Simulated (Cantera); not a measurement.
## Premixed flame

A freely propagating, adiabatic, planar premixed flame of 7.13 % CO, 0.442 % H2, 4.35 % CH4, 15.4 % O2, 72.7 % N2, equivalence ratio 0.81, unburnt at 548 K and 11000 Pa; mixture-averaged transport, grid criteria slope 0.08 and curve 0.16, no radiation.

Cantera simulation using GRI-Mech 3.0 (53 species, 325 reactions); the numbers are that mechanism's predictions, not measurements. Burning velocities carry a grid error of a few per cent, more on coarse grids.

```csv
z (mm),T (K),u (m/s),x CO,x H2,x CH4,x H2O2,x O,x NO
-10.7,548,1.36,0.0713,0.00448,0.0435,<1e-8,<1e-8,<1e-8
-7.14,548,1.36,0.0712,0.00473,0.0435,2.25e-8,<1e-8,<1e-8
-5.35,548,1.36,0.0712,0.00519,0.0434,1.84e-7,6.13e-8,<1e-8
-3.57,556,1.38,0.0710,0.00658,0.0432,1.43e-6,1.01e-6,<1e-8
-1.78,682,1.71,0.0710,0.0106,0.0388,1.94e-6,2.56e-5,1.95e-8
-0.892,937,2.36,0.0745,0.0138,0.0268,1.01e-6,0.000215,9.92e-8
0,1287,3.26,0.0794,0.0142,0.00750,6.11e-7,0.00193,3.61e-7
0.892,1439,3.64,0.0704,0.00974,0.000572,2.52e-7,0.00656,8.39e-7
1.78,1481,3.73,0.0573,0.00732,2.15e-5,2.11e-7,0.00932,1.41e-6
3.57,1531,3.82,0.0408,0.00714,5.44e-8,1.75e-7,0.0106,2.67e-6
7.14,1591,3.95,0.0301,0.00749,<1e-8,1.35e-7,0.0103,5.11e-6
14.3,1662,4.11,0.0270,0.00698,<1e-8,9.51e-8,0.00895,8.89e-6
28.6,1747,4.29,0.0247,0.00590,<1e-8,6.05e-8,0.00698,1.40e-5
```
x: mole fraction of selected species; z is measured from the peak of heat release.

| Property | Value |
|---|---|
| laminar burning velocity | 136 cm/s |
| thermal thickness | 3.57 mm |
| peak x(H2O2) | 2.31e-6 |
| peak x(O) | 0.0106 |
| grid points | 175 |
